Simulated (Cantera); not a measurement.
An isothermal, constant-pressure homogeneous reactor starts with 1.86 % CH₄, 97.9 % H₂, 0.255 % CO₂, at 2348 K and 15000 Pa.

Computed with Cantera and GRI-Mech 3.0 (53 species, 325 reactions). GRI-Mech 3.0 stops at C3 and has no aromatics, soot or wall deposition, so with more carbon than oxygen in the feed, carbon stays in small species such as C2H2 where larger ones or solid carbon would form.

x: mole fraction; the columns are a selection and need not sum to one.

| t (s) | x CH₄ | x H₂ | x CO₂ | x O | x H₂O |
|---|---|---|---|---|---|
| 1.00e-6 | 0.0186 | 0.979 | 0.00254 | 6.38e-11 | 2.84e-8 |
| 4.92e-6 | 0.0184 | 0.979 | 0.00254 | 7.26e-11 | 9.34e-7 |
| 2.42e-5 | 0.0180 | 0.977 | 0.00252 | 3.20e-10 | 2.50e-5 |
| 0.000119 | 0.0156 | 0.971 | 0.00200 | 8.24e-9 | 0.000530 |
| 0.000585 | ___ | 0.963 | ___ | ___ | ___ |
| 0.00288 | ___ | 0.960 | ___ | ___ | ___ |
| 0.0141 | 0.000198 | 0.957 | 6.63e-7 | 9.83e-8 | 0.000910 |
| 0.0695 | 4.56e-5 | 0.956 | 1.42e-8 | 1.89e-9 | 1.58e-5 |
| 0.342 | 3.22e-5 | 0.956 | 1.85e-11 | 2.59e-12 | 2.07e-8 |
| 1.68 | 3.22e-5 | 0.956 | 1.85e-11 | 2.59e-12 | 2.07e-8 |
| 8.27 | 3.22e-5 | 0.956 | 1.85e-11 | 2.59e-12 | 2.07e-8 |
| 40.7 | 3.22e-5 | 0.956 | 1.85e-11 | 2.59e-12 | 2.07e-8 |
| 200 | 3.22e-5 | 0.956 | 1.85e-11 | 2.59e-12 | 2.07e-8 |

Task: Fill in the missing entries.

Result: 
- 0.000585, x CH₄: 0.00620
- 0.000585, x CO₂: 5.92e-5
- 0.000585, x O: 1.03e-7
- 0.000585, x H₂O: 0.00235
- 0.00288, x CH₄: 0.000729
- 0.00288, x CO₂: 1.07e-6
- 0.00288, x O: 1.58e-7
- 0.00288, x H₂O: 0.00204
